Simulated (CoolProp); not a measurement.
Values from CoolProp's reference Helmholtz-energy equation of state, Thol 2015.

Q: For octamethylcyclotetrasiloxane (D4), give the phase and the Z, cp (kJ/(kg K)), isothermal compressibility (1/MPa) at 573.2 K and 0.247 MPa; 588.8 K and 0.247 MPa.

A: 
- 573.2 K and 0.247 MPa: gas; Z 0.926, cp 1.97, isothermal compressibility 4.39
- 588.8 K and 0.247 MPa: gas; Z 0.933, cp 2.00, isothermal compressibility 4.35
